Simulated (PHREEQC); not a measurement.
Make-up at 20 °C: 60 mmol/kgw NaHSO4, 50 mmol/kgw K2HPO4 and 58 mmol/kgw KCl. Closed to the air; pH follows from the charge balance.

Equilibrium calculation in PHREEQC: ion-association model, phreeqc.dat.

Question: The ionic strength comes out as 0.250 mol/kgw. What activity coefficients do HPO4-2, SO4-2, HSO4-, Cl-, K+ get?

Answer: HPO4-2 0.28, SO4-2 0.27, HSO4- 0.74, Cl- 0.70, K+ 0.70.

Precipitation was switched off in this run. Complexes and solids missing from the database can't appear.
